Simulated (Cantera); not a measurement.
An isothermal, constant-pressure homogeneous reactor starts with 2.78 % C2H4, 97.2 % H2, at 1700 K and 960 Pa.

Model: GRI-Mech 3.0 (53 species, 325 reactions), integrated in Cantera. GRI-Mech 3.0 was tuned for natural gas; its chemistry of ethylene as a main component is partial and can be far from experiment. GRI-Mech 3.0 stops at C3 and has no aromatics, soot or wall deposition, so with more carbon than oxygen in the feed, carbon stays in small species such as C2H2 where larger ones or solid carbon would form. Radical loss at walls, strong at low pressure, is not modelled.

x: mole fraction; the columns are a selection and need not sum to one.

| t (s) | x C2H4 | x H2 | x CH2 | x C2H | x C2H6 |
|---|---|---|---|---|---|
| 0.000200 | 0.0277 | 0.972 | 3.24e-12 | <1e-12 | 9.15e-10 |
| 0.000616 | 0.0275 | 0.972 | 1.45e-11 | 1.02e-12 | [?] |
| 0.00190 | 0.0269 | 0.972 | 4.91e-11 | 9.60e-12 | [?] |
| 0.00585 | 0.0251 | 0.972 | 1.45e-10 | 8.90e-11 | [?] |
| 0.0180 | 0.0201 | 0.972 | 3.47e-10 | 7.59e-10 | [?] |
| 0.0555 | 0.00916 | 0.973 | 4.02e-10 | 4.66e-9 | [?] |
| 0.171 | 0.000432 | 0.973 | 4.79e-11 | 1.69e-8 | [?] |
| 0.527 | 1.54e-5 | 0.973 | 1.46e-11 | 5.44e-8 | 8.08e-11 |
| 1.62 | 1.30e-5 | 0.972 | 9.66e-11 | 1.46e-7 | 1.00e-10 |
| 5.00 | 1.22e-5 | 0.972 | 5.19e-10 | 2.26e-7 | 9.75e-11 |

### Question
Fill in the missing entries.

### Answer

- 0.000616, x C2H6: 2.68e-9
- 0.00190, x C2H6: 5.72e-9
- 0.00585, x C2H6: 8.70e-9
- 0.0180, x C2H6: 1.23e-8
- 0.0555, x C2H6: 1.10e-8
- 0.171, x C2H6: 1.06e-9
